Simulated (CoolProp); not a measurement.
CHF3 (R23) along the isotherm 178.05 °C: fugacity coefficient from the reference equation and from simpler models built on Tc = 26.1 °C, pc = 48.32 bar, ω = 0.263; each cubic takes its own stable root.

Values from CoolProp's reference Helmholtz-energy equation of state, Penoncello 2003.

| p (bar) | phase | reference |
|---|---|---|
| 7.55 | gas | 0.9880 |
| 15.1 | gas | 0.9762 |
| 22.6 | gas | 0.9647 |
| 30.2 | gas | 0.9533 |
| 37.7 | gas | 0.9423 |
| 45.3 | gas | 0.9313 |
| 52.8 | supercritical | 0.9207 |
| 60.4 | supercritical | 0.9102 |
| 67.9 | supercritical | 0.9001 |
| 75.5 | supercritical | 0.8901 |
| 83 | supercritical | 0.8806 |
| 90.6 | supercritical | 0.8711 |
| 98.1 | supercritical | 0.8620 |
| 106 | supercritical | 0.8528 |
| 113 | supercritical | 0.8448 |
| 121 | supercritical | 0.8360 |

Q: How far does each simpler model (Soave-Redlich-Kwong, Peng-Robinson) lie from the reference over these 16 states: mean and median of the absolute difference, and the worst?

A: 
- Soave-Redlich-Kwong: mean 2.4 %, median 2.3 %, worst +5.0 % at 178.05 °C and 121 bar
- Peng-Robinson: mean 0.3 %, median 0.4 %, worst -0.5 % at 178.05 °C and 52.8 bar
